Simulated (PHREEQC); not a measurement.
0.25 g of hydrous ferric oxide (600 m²/g; 0.2 weak and 0.005 strong sites per Fe, Dzombak-Morel constants, diffuse double layer) in 1 kg of water with 0.3 mol/kgw of an inert sodium salt and 1.8e-06 mol/kgw Ag2SO4, at 25 °C; the pH is set by adding NaOH or the inert anion's acid. Oxygen is held at 0.21 atm. The system is closed to CO2. Precipitation was switched off in this run.

The series has 13 steps of pH, from 4 to 12.

All values are PHREEQC results (ion-association model, wateq4f.dat), not measurements.

Problem. Near which pH is half of the S sorbed, and on which side is more sorbed?

Solution. Near pH 5.4, with more sorbed at lower pH.

Problem. Near which pH is half of the Ag sorbed, and on which side is more sorbed?

Solution. Near pH 6.9, with more sorbed at higher pH.
